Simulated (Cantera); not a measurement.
Cantera run, input and output.

```python
import numpy as np
import cantera as ct

gas = ct.Solution("gri30.yaml")


def delay(T, t_max=10):
    gas.TPX = T, 100000, {'CH4': 1, 'O2': 3.51, 'N2': 13.2, 'H2': 0.16}
    reactor = ct.IdealGasConstPressureReactor(gas, clone=False)
    net = ct.ReactorNet([reactor])
    net.rtol, net.atol = 1e-8, 1e-16
    while net.time < t_max:
        t_old, T_old = net.time, reactor.T
        net.step()
        if reactor.T > T + 400:  # ignition: a rise of 400 K
            return t_old + (T + 400 - T_old) / (reactor.T - T_old) * (net.time - t_old)
    return np.nan


taus = []
for T in [1150, 1200, 1250, 1300, 1350, 1400, 1450, 1500, 1550, 1600]:
    taus.append(delay(T))
    print(f"T0 = {T:6g} K   tau = {taus[-1]:.4e} s")
```

It prints:

```
T0 =   1150 K   tau = 1.3935e-02 s
T0 =   1200 K   tau = 8.1408e-03 s
T0 =   1250 K   tau = 4.7979e-03 s
T0 =   1300 K   tau = 2.8799e-03 s
T0 =   1350 K   tau = 1.7736e-03 s
T0 =   1400 K   tau = 1.1266e-03 s
T0 =   1450 K   tau = 7.3990e-04 s
T0 =   1500 K   tau = 5.0222e-04 s
T0 =   1550 K   tau = 3.5131e-04 s
T0 =   1600 K   tau = 2.5223e-04 s
```

Model: GRI-Mech 3.0 (53 species, 325 reactions), integrated in Cantera.
